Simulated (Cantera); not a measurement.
Feed: 1 mol borazine, a varied amount of O2, held at 1700 K and 78.0 mbar.

Method: chemical equilibrium by Gibbs-energy minimisation in Cantera with the NASA 1993 tables (ideal gas, pure condensed phases). Candidate condensed phases: B, BN, B2O3, B3O3H3, H2O; 39 gas species. The feed counts by its element totals alone. Kinetics and transport are ignored.

**Question.** At 0.11 mol O2, list the 6 most abundant gas species with their mole fractions, and the condensed phases.

**Answer.** H2 0.933, N2 0.0253, HBO 0.0200, HBO2 0.0102, B2O3 0.00806, B2O2 0.00198. Condensed: BN(s).
